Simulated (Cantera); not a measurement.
Hydrocarbon pyrolysis for carbon deposition

An isothermal, constant-pressure homogeneous reactor starts with 2.44 % CH4, 97.6 % H2, at 1650 K and 0.525 Torr.

Cantera simulation using GRI-Mech 3.0 (53 species, 325 reactions); the numbers are that mechanism's predictions, not measurements. GRI-Mech 3.0 stops at C3 and has no aromatics, soot or wall deposition, so with more carbon than oxygen in the feed, carbon stays in small species such as C2H2 where larger ones or solid carbon would form. Radical loss at walls, strong at low pressure, is not modelled.

```csv
t (s),x CH4,x H2,x C2H4,x C2H6,x C2H
7.00e-6,0.0244,0.976,<1e-12,<1e-12,<1e-12
3.56e-5,0.0244,0.976,<1e-12,<1e-12,<1e-12
0.000181,0.0244,0.976,<1e-12,<1e-12,<1e-12
0.000917,0.0244,0.976,<1e-12,<1e-12,<1e-12
0.00466,0.0244,0.976,1.05e-12,<1e-12,<1e-12
0.0237,0.0244,0.976,1.40e-10,2.13e-11,<1e-12
0.120,0.0244,0.976,1.78e-8,1.14e-9,<1e-12
0.611,0.0243,0.975,1.79e-6,3.12e-8,<1e-12
3.10,0.0235,0.975,3.31e-5,4.25e-7,7.70e-10
15.8,0.0127,0.980,2.10e-5,3.15e-7,3.63e-8
80.0,0.00217,0.985,1.51e-6,1.37e-8,1.06e-7
```
x: mole fraction; the columns are a selection and need not sum to one.

Equilibrium at this temperature and pressure: CH4 1.45e-5, H2 0.985, C2H4 5.91e-7, C2H6 1.25e-12, C2H 1.81e-7 (gas phase only).
